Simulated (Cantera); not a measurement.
A closed system holds: 1 mol H2S, 0.027 mol SO2, 9.2 mol N2, held at 0.100 bar.

These are equilibrium values from Cantera (NASA tables, ideal gas, pure condensed phases), not measurements of a reactor. Candidate condensed phases: H2O, H2SO4, S; 60 gas species. Ions and electrons are included (thermal ionisation). Rates play no part.

x: gas mole fraction; nothing condenses.

| T (°C) | x N2 | x H | x N | x S | x H2 |
|---|---|---|---|---|---|
| 2727 | 0.788 | 0.0940 | 3.91e-5 | 0.0663 | 0.0355 |
| 2977 | 0.767 | 0.131 | 0.000171 | 0.0765 | 0.0165 |
| 3227 | 0.756 | 0.150 | 0.000609 | 0.0808 | 0.00646 |
| 3477 | 0.750 | 0.158 | (withheld) | 0.0823 | (withheld) |
| 3727 | 0.746 | 0.160 | 0.00485 | 0.0828 | 0.00101 |
| 3977 | 0.740 | 0.161 | (withheld) | 0.0828 | (withheld) |
| 4227 | 0.728 | 0.160 | 0.0243 | 0.0824 | 0.000215 |
| 4477 | 0.708 | 0.159 | 0.0475 | 0.0814 | 0.000110 |
| 4727 | 0.674 | 0.156 | 0.0861 | 0.0798 | 5.86e-5 |

### Question
Fill in the missing entries.

### Answer

- 3977, x N: 0.0114
- 3977, x H2: 0.000450
- 3477, x N: 0.00184
- 3477, x H2: 0.00248
